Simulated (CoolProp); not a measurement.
Vapour-liquid equilibrium of CH2F2 (R32) (1) + R142b (2) at 0.413 MPa; x and y are mole fractions of (1).

Model: multi-fluid Helmholtz-energy mixture model, Tillner-Roth 1997 and Lemmon 2006; pair parameters Bell 2016, in CoolProp.

**Question.** Give the bubble temperature and the first vapour's composition at x = 0.25, 0.85, 0.95. Is there an azeotrope?

**Answer.** x = 0.25: 5.9 °C, y = 0.645; x = 0.85: -16.5 °C, y = 0.956; x = 0.95: -18.5 °C, y = 0.984. No azeotrope shows between x = 0.05 and 0.95.

Pair parameters are fitted to limited data, so mixtures are less certain than the pure fluids.
